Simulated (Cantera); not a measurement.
Input (Python, Cantera) and output of one run.

```python
import numpy as np
import cantera as ct

gas_names = [...]  # 118 gases of nasa_gas.yaml made of C, Cl, F, H
cond_names = """
    C(gr) C6H6(L) C7H8(L) C8H18(L),n-octa
""".split()


# ... load() reads the species with a 1 bar reference pressure and builds the phases ...
atoms = {
    'CH3F': {'C': 1, 'H': 3, 'F': 1},
    'CH4': {'C': 1, 'H': 4},
    'HCl': {'H': 1, 'CL': 1},
}
top_T = {'C(gr)': 4500}  # K; cautious upper limits of use, not melting points


# ... equilibrate(T, P, feed) seeds the gas with the atoms and calls Mixture.equilibrate('TP', solver="vcs", rtol=1e-11, max_steps=5000) ...
results = []
feed = {'CH3F': 1, 'CH4': 0.18, 'HCl': 0.075}  # mol
for P in [1, 6.8, 46, 320, 2200, 15000, 100000]:
    for T in [723, 923, 1123, 1323, 1523, 1723, 1923, 2123, 2323, 2523, 2723, 2923, 3123]:
        mix = equilibrate(T, P, feed)
        results.append((T, P, feed, dict(zip(mix.species_names, mix.species_moles))))

for T, P, feed, n in results:
    print(f"{T:7g} {P:10.4g}  " + (" + ".join(c for c in cond_names if n.get(c, 0) > 1e-12) or "gas only"))
```

Result:

```
    723          1  C(gr)
    923          1  C(gr)
   1123          1  C(gr)
   1323          1  C(gr)
   1523          1  C(gr)
   1723          1  C(gr)
   1923          1  C(gr)
   2123          1  C(gr)
   2323          1  C(gr)
   2523          1  C(gr)
   2723          1  gas only
   2923          1  gas only
   3123          1  gas only
    723        6.8  C(gr)
    923        6.8  C(gr)
   1123        6.8  C(gr)
   1323        6.8  C(gr)
   1523        6.8  C(gr)
   1723        6.8  C(gr)
   1923        6.8  C(gr)
   2123        6.8  C(gr)
   2323        6.8  C(gr)
   2523        6.8  C(gr)
   2723        6.8  gas only
   2923        6.8  gas only
   3123        6.8  gas only
    723         46  C(gr)
    923         46  C(gr)
   1123         46  C(gr)
   1323         46  C(gr)
   1523         46  C(gr)
   1723         46  C(gr)
   1923         46  C(gr)
   2123         46  C(gr)
   2323         46  C(gr)
   2523         46  C(gr)
   2723         46  C(gr)
   2923         46  gas only
   3123         46  gas only
    723        320  C(gr)
    923        320  C(gr)
   1123        320  C(gr)
   1323        320  C(gr)
   1523        320  C(gr)
   1723        320  C(gr)
   1923        320  C(gr)
   2123        320  C(gr)
   2323        320  C(gr)
   2523        320  C(gr)
   2723        320  C(gr)
   2923        320  C(gr)
   3123        320  gas only
    723       2200  C(gr)
    923       2200  C(gr)
   1123       2200  C(gr)
   1323       2200  C(gr)
   1523       2200  C(gr)
   1723       2200  C(gr)
   1923       2200  C(gr)
   2123       2200  C(gr)
   2323       2200  C(gr)
   2523       2200  C(gr)
   2723       2200  C(gr)
   2923       2200  C(gr)
   3123       2200  C(gr)
    723    1.5e+04  C(gr)
    923    1.5e+04  C(gr)
   1123    1.5e+04  C(gr)
   1323    1.5e+04  C(gr)
   1523    1.5e+04  C(gr)
   1723    1.5e+04  C(gr)
   1923    1.5e+04  C(gr)
   2123    1.5e+04  C(gr)
   2323    1.5e+04  C(gr)
   2523    1.5e+04  C(gr)
   2723    1.5e+04  C(gr)
   2923    1.5e+04  C(gr)
   3123    1.5e+04  C(gr)
    723      1e+05  C(gr)
    923      1e+05  C(gr)
   1123      1e+05  C(gr)
   1323      1e+05  C(gr)
   1523      1e+05  C(gr)
   1723      1e+05  C(gr)
   1923      1e+05  C(gr)
   2123      1e+05  C(gr)
   2323      1e+05  C(gr)
   2523      1e+05  C(gr)
   2723      1e+05  C(gr)
   2923      1e+05  C(gr)
   3123      1e+05  C(gr)
```

Method: chemical equilibrium by Gibbs-energy minimisation in Cantera with the NASA 1993 tables (ideal gas, pure condensed phases).
